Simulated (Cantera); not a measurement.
A perfectly stirred reactor is fed with 22.9 % H2, 16.1 % O2, 60.8 % N2, 0.170 % NO, at 18.8 atm; it is adiabatic with a 648 K inlet, and is followed from long to short residence time, starting on the burning branch (τ in s: 0.066, 0.023, 0.0078, 0.0027, 0.00093, 0.00032, 0.00011, 3.8e-05, 1.3e-05, 4.6e-06).

Model: GRI-Mech 3.0 (53 species, 325 reactions), integrated in Cantera. The hydrogen kinetics of GRI-Mech 3.0 are dated; newer H2 mechanisms differ, most at raised pressure. The pressure lies above the range GRI-Mech 3.0 was tuned for (to about 10 atm). The mechanism lacks 2 NO + O2 → 2 NO2 and HONO, so NO2 and the effect of NO are under-described below about 1400 K.

**Question.** Predict: blow-out, bracketed by the residence times tried; x(H2) at τ = 66.0 ms; x(O2) at τ = 66.0 ms; x(NO) at τ = 66.0 ms; x(N2) at τ = 66.0 ms; x(OH) at τ = 66.0 ms; x(H2) at τ = 0.320 ms; x(O2) at τ = 0.320 ms; x(NO) at τ = 0.320 ms; x(N2) at τ = 0.320 ms; x(OH) at τ = 0.320 ms.

**Answer.** 
| Property | Value |
|---|---|
| blow-out, bracketed by the residence times tried | burning at 4.60 µs, the shortest tried |
| x(H2) at τ = 66.0 ms | 0.000572 |
| x(O2) at τ = 66.0 ms | 0.0497 |
| x(NO) at τ = 66.0 ms | 0.00621 |
| x(N2) at τ = 66.0 ms | 0.683 |
| x(OH) at τ = 66.0 ms | 0.00402 |
| x(H2) at τ = 0.320 ms | 0.00120 |
| x(O2) at τ = 0.320 ms | 0.0518 |
| x(NO) at τ = 0.320 ms | 0.00206 |
| x(N2) at τ = 0.320 ms | 0.685 |
| x(OH) at τ = 0.320 ms | 0.00493 |
